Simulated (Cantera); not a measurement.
Charge: 1 mol Pb, 1.2 mol CO, equilibrated at 1250 °C and 0.410 bar.

Method: chemical equilibrium by Gibbs-energy minimisation in Cantera with the NASA 1993 tables (ideal gas, pure condensed phases). Candidate condensed phases: C, Pb, PbO, PbO2, Pb3O4; 15 gas species. Kinetics and transport are ignored.

Base state: CO 0.925, Pb 0.0746, CO2 0.000190, Pb2 3.61e-5 (mole fractions); condensed: C(graphite) + Pb(l).

Problem. What changes in the equilibrium state with this change: temperature from 1250 °C to 1652 °C?

Solution. 
```json
[
 {"species": "CO", "before": "0.925", "after": "0.546"},
 {"species": "Pb", "before": "0.0746", "after": "0.454"},
 {"species": "Pb2", "before": "3.61e-5", "after": "0.000477"},
 {"species": "CO2", "before": "0.000190", "after": "4.54e-6"},
 {"species": "C(graphite), mol", "before": "0.000247", "after": "0"},
 {"species": "Pb(l), mol", "before": "0.903", "after": "0"}
]
```
